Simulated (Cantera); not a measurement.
Feed: 1 mol SiHCl3, 0.044 mol C2H4, 410 mol H2, equilibrated at 1998 K and 9.30 mbar.

Equilibrium computed with Cantera from the NASA thermochemical tables; the gas is ideal and each condensed phase is pure. Candidate condensed phases: C, C6H6, C7H8, C8H18, Si, SiC; 109 gas species. The tables' values for SiCl are old estimates; treat these amounts as uncertain. Gases not in the tables: Si2H6 and higher silanes. Kinetics and transport are ignored.

Base state: H2 0.974, H 0.0164, HCl 0.00698, Si 0.00189, SiH 0.000123, Cl 8.76e-5, Si2C 5.15e-5, SiCl2 4.97e-5 (mole fractions); condensed: SiC(s).

Task: What changes in the equilibrium state with this change: C2H4 from 0.044 to 0.7 mol?

Result: 
```json
[
 {"species": "H2", "before": "0.974", "after": "0.975"},
 {"species": "H", "before": "0.0164", "after": "0.0164"},
 {"species": "HCl", "before": "0.00698", "after": "0.00709"},
 {"species": "Si", "before": "0.00189", "after": "0.000270"},
 {"species": "C2H2 (acetylene)", "before": "1.28e-5", "after": "0.000629"},
 {"species": "Si2C", "before": "5.15e-5", "after": "7.34e-6"},
 {"species": "SiH", "before": "0.000123", "after": "1.75e-5"},
 {"species": "SiH2", "before": "4.24e-5", "after": "6.04e-6"},
 {"species": "SiC(s), mol", "before": "0.0545", "after": "0.862"}
]
```

Task: What changes in the equilibrium state with this change: SiHCl3 replaced by SiCl4?

Result: 
```tsv
species	before	after
H2	0.974	0.972
H	0.0164	0.0164
HCl	0.00698	0.00927
Si	0.00189	0.00185
SiCl2	4.97e-5	8.60e-5
Cl	8.76e-5	0.000116
SiCl	3.88e-5	5.04e-5
C2H2 (acetylene)	1.28e-5	1.33e-5
SiC(s), mol	0.0545	0.0545
```
